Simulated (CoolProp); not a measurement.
Computed with CoolProp (reference Helmholtz-energy equation of state, Lemmon 2006). It is a short technical equation, of lower accuracy than the large ones.

Question: For C3F8 (R218), give the phase and the density (kg/m³), cp (kJ/(kg K)), cv (kJ/(kg K)), viscosity (µPa s) at 45.65 °C and 1580 kPa.

Answer: 
- 45.65 °C and 1580 kPa: liquid; density 1190, cp 1.34, cv 0.837, viscosity 119

Viscosity comes from a separate model (Huber 2003), an estimate that may be off by 10 % or more.
